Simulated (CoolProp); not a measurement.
R13 at several states: Z from the reference equation and from simpler models built on Tc = 29.9 °C, pc = 3.973 MPa, ω = 0.175; each cubic takes its own stable root.

Values from CoolProp's reference Helmholtz-energy equation of state, Platzer 1990. This equation is an older, rougher fit.

| T (°C) | p (MPa) | phase | reference |
|---|---|---|---|
| 115.95 | 0.0343 | gas | 0.9988 |
| 139.75 | 0.993 | gas | 0.9714 |
| 8.85 | 0.316 | gas | 0.9648 |
| 159.75 | 0.0121 | gas | 0.9997 |
| -18.85 | 0.366 | gas | 0.9412 |
| -52.05 | 0.0858 | gas | 0.9788 |

**Question.** How far does each simpler model (Pitzer virial, van der Waals, Redlich-Kwong, Peng-Robinson) lie from the reference over these 6 states: mean and median of the absolute difference, and the worst?

**Answer.** 
- Pitzer virial: mean 0.1 %, median 0.0 %, worst +0.3 % at -18.85 °C and 0.366 MPa
- van der Waals: mean 0.6 %, median 0.6 %, worst +1.7 % at -18.85 °C and 0.366 MPa
- Redlich-Kwong: mean 0.3 %, median 0.2 %, worst +0.5 % at -18.85 °C and 0.366 MPa
- Peng-Robinson: mean 0.2 %, median 0.1 %, worst -0.6 % at 139.75 °C and 0.993 MPa
